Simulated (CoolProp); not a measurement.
Saturation properties of C3F8 (R218) (Tc = 345.0 K, pc = 26.40 bar, ω = 0.317).

The numbers come from the reference Helmholtz-energy equation of state, Lemmon 2006 in CoolProp. It is a short technical equation, of lower accuracy than the large ones.

```tsv
T (K)	p (bar)	vapour density (kg/m³)	enthalpy of vaporisation (kJ/kg)	liquid viscosity (µPa s)	liquid conductivity (mW/(m K))
199.2	0.1289	1.483	117.6	869	71.7
207	0.2139	2.381	115.2	740	69.7
214.8	0.3398	3.670	112.6	637	67.7
222.7	0.5221	5.488	110.0	551	65.7
230.5	0.7711	7.916	107.3	481	63.6
238.4	1.110	11.16	104.4	421	61.5
246.2	1.549	15.31	101.4	371	59.4
254	2.111	20.59	98.32	328	57.2
261.9	2.826	27.31	94.97	291	55.0
269.7	3.700	35.57	91.45	258	52.9
277.6	4.777	45.91	87.62	229	50.8
285.4	6.056	58.50	83.54	203	48.6
293.2	7.574	74.01	79.08	180	46.6
301.1	9.385	93.52	74.08	159	44.5
```

It boils at 236.4 K under 1 atm.

Viscosity comes from a separate model (Huber 2003), an estimate that may be off by 10 % or more. Thermal conductivity comes from a separate model (Huber 2003), an estimate that may be off by 10 % or more.
